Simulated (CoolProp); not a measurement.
The fluoroketone C6F12O (FK-5-1-12) along the isotherm 500 K: Z from the reference equation and from simpler models built on Tc = 441.8 K, pc = 1869 kPa, ω = 0.471; each cubic takes its own stable root.

Computed with CoolProp (reference Helmholtz-energy equation of state, McLinden 2015).

```json
[
 {"p (kPa)": "1250", "phase": "gas", "reference": "0.8456"},
 {"p (kPa)": "2490", "phase": "supercritical", "reference": "0.6697"},
 {"p (kPa)": "3740", "phase": "supercritical", "reference": "0.5177"},
 {"p (kPa)": "4980", "phase": "supercritical", "reference": "0.5006"},
 {"p (kPa)": "6230", "phase": "supercritical", "reference": "0.5458"},
 {"p (kPa)": "7480", "phase": "supercritical", "reference": "0.6058"},
 {"p (kPa)": "8720", "phase": "supercritical", "reference": "0.6699"},
 {"p (kPa)": "9970", "phase": "supercritical", "reference": "0.7360"},
 {"p (kPa)": "11200", "phase": "supercritical", "reference": "0.8015"},
 {"p (kPa)": "12500", "phase": "supercritical", "reference": "0.8707"},
 {"p (kPa)": "13700", "phase": "supercritical", "reference": "0.9343"},
 {"p (kPa)": "15000", "phase": "supercritical", "reference": "1.003"},
 {"p (kPa)": "16200", "phase": "supercritical", "reference": "1.066"},
 {"p (kPa)": "17400", "phase": "supercritical", "reference": "1.128"},
 {"p (kPa)": "18700", "phase": "supercritical", "reference": "1.195"}
]
```

Task: How far does each simpler model (van der Waals, Redlich-Kwong, Soave-Redlich-Kwong, Peng-Robinson) lie from the reference over these 15 states: mean and median of the absolute difference, and the worst?

Result: 
- van der Waals: mean 19.7 %, median 23.5 %, worst +26.9 % at 500 K and 18700 kPa
- Redlich-Kwong: mean 2.1 %, median 1.6 %, worst -7.9 % at 500 K and 2490 kPa
- Soave-Redlich-Kwong: mean 6.9 %, median 5.8 %, worst +14.7 % at 500 K and 4980 kPa
- Peng-Robinson: mean 3.9 %, median 3.9 %, worst -6.9 % at 500 K and 18700 kPa
